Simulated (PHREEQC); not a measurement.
Alkaline etch or developer: an equilibrium model

Consider water at 20 °C with 30 mmol/kgw NaOH, 6.7 mmol/kgw Na2SiO3, 4.7 mmol/kgw K3PO4 and 51 mmol/kgw KCl. Closed to the air; pH follows from the charge balance.

Computed with PHREEQC (ion-association model, phreeqc.dat).

Precipitation was switched off in this run.

Question: Estimate the pH, ionic strength, density.

Answer: pH 12.59; ionic strength 0.123 mol/kgw; density 1.004 g/cm³.

Question: In which forms is P present?

Answer: PO4-3 87 %, HPO4-2 12 %, KHPO4- 0.5 % of the P.
